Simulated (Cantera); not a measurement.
Feed: 1 mol Pb, 1.3 mol O₂, 1.9 mol N₂, held at 527 °C and 0.00133 bar.

Cantera equilibrium calculation (NASA polynomials, part measured and part estimated; ideal gas, pure solids and liquids). Candidate condensed phases: Pb, PbO, PbO₂, Pb₃O₄; 12 gas species. Rates play no part.

Question: What is the equilibrium state?

Answer: 
```
Quantity                                Result
-----------------------------------  ---------
x(N₂)                                    0.704
x(O₂)                                    0.296
x(NO)                                  2.25e-6
n(PbO(yellow))                        1.00 mol
gas amount                           2.700 mol
log10 activity of Pb₃O₄(s) (absent)      -2.31
log10 activity of PbO₂(s) (absent)       -3.14
log10 activity of Pb(l) (absent)         -7.38
```
